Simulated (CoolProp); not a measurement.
Model: reference Helmholtz-energy equation of state, Gedanitz 2015, in CoolProp.

**Question.** For cyclopentane, give the phase and the density (kg/m³), cp (kJ/(kg K)), cv (kJ/(kg K)), expansivity (1/kK) at 162.65 °C and 6.06 bar; 194.95 °C and 6.06 bar.

**Answer.** 
- 162.65 °C and 6.06 bar: gas; density 12.8, cp 1.94, cv 1.77, expansivity 3.03
- 194.95 °C and 6.06 bar: gas; density 11.7, cp 2.07, cv 1.91, expansivity 2.65
